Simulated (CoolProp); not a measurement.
R11 at several states: density (kg/m³) from the reference equation and from simpler models built on Tc = 471.1 K, pc = 44.08 bar, ω = 0.189; each cubic takes its own stable root.

The numbers come from the reference Helmholtz-energy equation of state, Jacobsen 1992 in CoolProp.

| T (K) | p (bar) | phase | reference | Redlich-Kwong | Soave-Redlich-Kwong | Peng-Robinson |
|---|---|---|---|---|---|---|
| 294.4 | 0.268 | gas | 1.518 | 1.516 | 1.516 | 1.517 |
| 424.7 | 52.2 | liquid | 1131 | 999.0 | 1027 | 1158 |
| 358.3 | 8.72 | liquid | ___ | 1192 | ___ | 1397 |
| 448.7 | 4.69 | gas | ___ | 18.04 | 18.06 | ___ |

### Question
Some entries are withheld; supply them.

### Answer

- 358.3, reference: 1321
- 358.3, Soave-Redlich-Kwong: 1232
- 448.7, reference: 18.05
- 448.7, Peng-Robinson: 18.14
